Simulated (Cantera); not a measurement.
Input (Python, Cantera):

```python
import numpy as np
import cantera as ct

gas = ct.Solution("gri30.yaml")
gas.TPX = 300, 880000, {'CH4': 1, 'C2H6': 0.047, 'O2': 2.55, 'N2': 15}
inlet = ct.Reservoir(gas, clone=True)
gas.equilibrate("HP")  # start burning
reactor = ct.IdealGasConstPressureReactor(gas, energy="on", clone=False)
exhaust = ct.Reservoir(gas, clone=True)
tau = [0.061, 0.027, 0.012, 0.0051, 0.0022, 0.00098, 0.00043, 0.00019, 8.2e-05, 3.6e-05, 1.6e-05][0]
for a, b in ((inlet, reactor), (reactor, exhaust)):
    ct.MassFlowController(a, b, mdot=lambda t: reactor.mass / tau)
net = ct.ReactorNet([reactor])
show = ['CH4', 'C2H6', 'O2', 'C2H2', 'H2O2', 'H2']

rows = []
print(f"{'tau/s':>10s}{'T/K':>9s}" + "".join(f"{s:>11s}" for s in show))
for tau in [0.061, 0.027, 0.012, 0.0051, 0.0022, 0.00098, 0.00043, 0.00019, 8.2e-05, 3.6e-05, 1.6e-05]:
    net.initial_time = 0.0
    net.advance(30 * tau)
    before = gas.X
    net.advance(40 * tau)
    drift = np.max(np.abs(gas.X - before) / (gas.X + 1e-9))
    rows.append([gas.T, *gas[show].X, drift])
    print(f"{tau:10.3e}{gas.T:9.1f}" + "".join(f"{x:11.3e}" for x in gas[show].X))
```

Output:

```
     tau/s      T/K        CH4       C2H6         O2       C2H2       H2O2         H2
 6.100e-02   1649.7  1.501e-05  1.596e-07  2.082e-02  1.004e-06  1.151e-07  4.720e-05
 2.700e-02   1647.5  2.686e-05  3.051e-07  2.095e-02  1.539e-06  1.677e-07  8.171e-05
 1.200e-02   1643.5  4.891e-05  5.900e-07  2.120e-02  2.308e-06  2.437e-07  1.429e-04
 5.100e-03   1635.4  9.662e-05  1.237e-06  2.174e-02  3.523e-06  3.606e-07  2.626e-04
 2.200e-03   1618.0  2.143e-04  2.958e-06  2.297e-02  5.609e-06  5.419e-07  5.036e-04
 9.800e-04    300.0  5.377e-02  2.527e-03  1.371e-01 -4.220e-20 -1.545e-19 -5.175e-18
 4.300e-04    300.0  5.377e-02  2.527e-03  1.371e-01 -1.865e-22 -6.830e-22 -2.288e-20
 1.900e-04    300.0  5.377e-02  2.527e-03  1.371e-01 -1.178e-23 -4.315e-23 -1.445e-21
 8.200e-05    300.0  5.377e-02  2.527e-03  1.371e-01 -7.443e-25 -2.725e-24 -9.128e-23
 3.600e-05    300.0  5.377e-02  2.527e-03  1.371e-01 -4.701e-26 -1.722e-25 -5.766e-24
 1.600e-05    300.0  5.377e-02  2.527e-03  1.371e-01 -2.970e-27 -1.087e-26 -3.642e-25
```

Model: GRI-Mech 3.0 (53 species, 325 reactions), integrated in Cantera.
